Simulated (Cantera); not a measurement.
Input: 1 mol TEOS, 0.73 mol CO₂, equilibrated at 0.0640 bar.

Cantera equilibrium calculation (NASA polynomials, part measured and part estimated; ideal gas, pure solids and liquids). Candidate condensed phases: C, C₆H₆, C₇H₈, C₈H₁₈, H₂O, Si, SiC, SiO₂; 123 gas species. The feed counts by its element totals alone. The numbers say what is thermodynamically allowed, not how fast it happens.

Over these rows the condensed part is C(graphite) + SiO₂(α-quartz). Partial pressures as log10 of bar:

```
T (K)  1000/T (1/K)  log p CO  log p H₂  log p H₂O  log p CH₄  log p CO₂
-----  ------------  --------  --------  ---------  ---------  ---------
625          1.6000     -3.82     -1.70      -1.68      -1.71      -2.48
650          1.5385         ?     -1.60      -1.72      -1.79      -2.45
675          1.4815     -3.25     -1.53      -1.77      -1.89      -2.42
700          1.4286     -3.00     -1.47      -1.83      -2.00      -2.39
725          1.3793     -2.77     -1.42      -1.90      -2.13      -2.37
750          1.3333     -2.56     -1.38      -1.99      -2.27      -2.37
```

Question: Fit log p(CO) = a + b·(1000/T) to the five rows, give the apparent enthalpy, and predict the row at 650 K.

Answer: Means: 1000/T = 1.4445, log p = -3.080. Sxy = -0.200668, Sxx = 0.0424185, so b = -4.73 and a = -3.080 − (-4.73)×1.4445 = 3.75.
Apparent enthalpy: −19.145 × (-4.73) = 91 kJ/mol. With the condensed phases at unit activity, 1/2 C(graphite) + 1/2 CO₂(g) = CO(g) links this pressure to the main gases: over the six rows their terms move log p by +0.05 in all, so the slope is close to that reaction's ΔH°. The five rows lie within 0.01 of the line.
Prediction at 650 K: 3.75 + (-4.73)×1.5385 = -3.53. The computed value is -3.52, 0.01 from the line.
